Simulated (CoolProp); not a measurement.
Dimethyl carbonate at 559.05 K and 0.437 MPa is throttled through a valve to 0.0837 MPa with no heat exchange. Each further row changes one setting.

The numbers come from the reference Helmholtz-energy equation of state, Zhou 2011 in CoolProp.

```csv
case,temperature change (K),final density (kg/m³)
as stated,…,…
outlet pressure 0.0251 MPa,…,…
outlet pressure 0.109 MPa,…,…
```

Q: Complete the blanks.

A: 
- as stated, temperature change (K): -2.4
- as stated, final density (kg/m³): 1.64
- outlet pressure 0.0251 MPa, temperature change (K): -2.7
- outlet pressure 0.0251 MPa, final density (kg/m³): 0.490
- outlet pressure 0.109 MPa, temperature change (K): -2.2
- outlet pressure 0.109 MPa, final density (kg/m³): 2.14
